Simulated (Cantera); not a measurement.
A Cantera script and what it prints.

```python
import numpy as np
import cantera as ct

gas_names = """
    B BCL BCL2 BCL3 BN B2 CL CL2 N N2
""".split()
cond_names = """
    B(b) B(L) BN(s)
""".split()


# ... load() reads the species with a 1 bar reference pressure and builds the phases ...
atoms = {
    'BN': {'B': 1, 'N': 1},
    'Cl2': {'CL': 2},
    'N2': {'N': 2},
}
top_T = {'BN(s)': 3200}  # K; cautious upper limits of use, not melting points


# ... equilibrate(T, P, feed) seeds the gas with the atoms and calls Mixture.equilibrate('TP', solver="vcs", rtol=1e-11, max_steps=5000) ...
results = []
feed = {'BN': 1, 'Cl2': 1.3, 'N2': 0.39}  # mol
for P in [1, 3.6, 13, 46, 170, 600, 2200, 7700, 28000, 100000]:
    for T in [1023, 1123, 1223, 1323, 1423, 1523, 1623, 1723, 1823, 1923]:
        mix = equilibrate(T, P, feed)
        results.append((T, P, feed, dict(zip(mix.species_names, mix.species_moles))))

for T, P, feed, n in results:
    print(f"{T:7g} {P:10.4g}  " + (" + ".join(c for c in cond_names if n.get(c, 0) > 1e-12) or "gas only"))
```

Output:

```
   1023          1  BN(s)
   1123          1  BN(s)
   1223          1  BN(s)
   1323          1  BN(s)
   1423          1  BN(s)
   1523          1  BN(s)
   1623          1  gas only
   1723          1  gas only
   1823          1  gas only
   1923          1  gas only
   1023        3.6  BN(s)
   1123        3.6  BN(s)
   1223        3.6  BN(s)
   1323        3.6  BN(s)
   1423        3.6  BN(s)
   1523        3.6  BN(s)
   1623        3.6  BN(s)
   1723        3.6  gas only
   1823        3.6  gas only
   1923        3.6  gas only
   1023         13  BN(s)
   1123         13  BN(s)
   1223         13  BN(s)
   1323         13  BN(s)
   1423         13  BN(s)
   1523         13  BN(s)
   1623         13  BN(s)
   1723         13  gas only
   1823         13  gas only
   1923         13  gas only
   1023         46  BN(s)
   1123         46  BN(s)
   1223         46  BN(s)
   1323         46  BN(s)
   1423         46  BN(s)
   1523         46  BN(s)
   1623         46  BN(s)
   1723         46  BN(s)
   1823         46  gas only
   1923         46  gas only
   1023        170  BN(s)
   1123        170  BN(s)
   1223        170  BN(s)
   1323        170  BN(s)
   1423        170  BN(s)
   1523        170  BN(s)
   1623        170  BN(s)
   1723        170  BN(s)
   1823        170  BN(s)
   1923        170  gas only
   1023        600  BN(s)
   1123        600  BN(s)
   1223        600  BN(s)
   1323        600  BN(s)
   1423        600  BN(s)
   1523        600  BN(s)
   1623        600  BN(s)
   1723        600  BN(s)
   1823        600  BN(s)
   1923        600  gas only
   1023       2200  BN(s)
   1123       2200  BN(s)
   1223       2200  BN(s)
   1323       2200  BN(s)
   1423       2200  BN(s)
   1523       2200  BN(s)
   1623       2200  BN(s)
   1723       2200  BN(s)
   1823       2200  BN(s)
   1923       2200  BN(s)
   1023       7700  BN(s)
   1123       7700  BN(s)
   1223       7700  BN(s)
   1323       7700  BN(s)
   1423       7700  BN(s)
   1523       7700  BN(s)
   1623       7700  BN(s)
   1723       7700  BN(s)
   1823       7700  BN(s)
   1923       7700  BN(s)
   1023    2.8e+04  BN(s)
   1123    2.8e+04  BN(s)
   1223    2.8e+04  BN(s)
   1323    2.8e+04  BN(s)
   1423    2.8e+04  BN(s)
   1523    2.8e+04  BN(s)
   1623    2.8e+04  BN(s)
   1723    2.8e+04  BN(s)
   1823    2.8e+04  BN(s)
   1923    2.8e+04  BN(s)
   1023      1e+05  BN(s)
   1123      1e+05  BN(s)
   1223      1e+05  BN(s)
   1323      1e+05  BN(s)
   1423      1e+05  BN(s)
   1523      1e+05  BN(s)
   1623      1e+05  BN(s)
   1723      1e+05  BN(s)
   1823      1e+05  BN(s)
   1923      1e+05  BN(s)
```

Method: chemical equilibrium by Gibbs-energy minimisation in Cantera with the NASA 1993 tables (ideal gas, pure condensed phases). The tables' values for BCl2 are old estimates.
